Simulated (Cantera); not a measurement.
**Pyrogenic steam for wet oxidation**

A perfectly stirred reactor is fed with H₂ : O₂ : N₂ = 1 : 1.4 : 19 (molar parts), at 0.120 bar; it is held at 1125 K, and followed from long to short residence time.

Model: GRI-Mech 3.0 (53 species, 325 reactions), integrated in Cantera. The temperature is held fixed by assumption; the heat of reaction is taken as removed at once.

```tsv
τ (s)	x H₂	x O₂	x NO	x HO₂	x H
24	2.33e-5	0.0431	1.56e-7	4.76e-7	2.06e-6
5.3	6.31e-5	0.0430	1.06e-7	9.76e-7	9.34e-6
1.2	0.000165	0.0431	1.23e-7	1.66e-6	4.11e-5
0.27	0.000420	0.0431	2.39e-7	2.37e-6	0.000180
0.062	0.00102	0.0432	5.30e-7	2.92e-6	0.000743
0.014	0.00242	0.0438	1.04e-6	3.26e-6	0.00281
0.0032	0.00541	0.0454	1.28e-6	3.43e-6	0.00799
0.00071	0.0124	0.0494	5.84e-7	3.53e-6	0.0133
0.00016	0.0317	0.0586	3.61e-8	3.59e-6	0.00757
```
x: mole fraction; the columns are a selection and need not sum to one.
